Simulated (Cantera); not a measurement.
Equilibrium for metals in furnace atmospheres: Pb + H2S + H2

Charge: 1 mol Pb, 0.096 mol H2S, 220 mol H2, equilibrated at 75.0 Torr.

Method: chemical equilibrium by Gibbs-energy minimisation in Cantera with the NASA 1993 tables (ideal gas, pure condensed phases). Candidate condensed phases: Pb, PbS, S; 10 gas species. Kinetics and transport are ignored.

```csv
T (K),log p H2,log p Pb,log p H2S,log p PbS,log p H,n Pb(l)
898,-1.00,-5.89,-4.36,-6.52,-10.46,0.996
973,-1.00,-5.06,-4.37,-5.88,-9.47,0.978
1048,-1.00,-4.35,-4.41,-5.35,-8.61,0.892
1123,-1.00,-3.74,-4.49,-4.95,-7.87,0.573
1198,-1.00,-3.36,-4.57,-4.77,-7.22,0
1273,-1.00,-3.36,-4.54,-4.84,-6.65,0
1348,-1.00,-3.36,-4.51,-4.90,-6.14,0
```
log p: log10 of the partial pressure in bar; n: condensed amount in mol.

From 898 K to 1123 K the condensed part is Pb(l). From 1198 K to 1348 K nothing is condensed. The main Pb-bearing gas is Pb throughout.
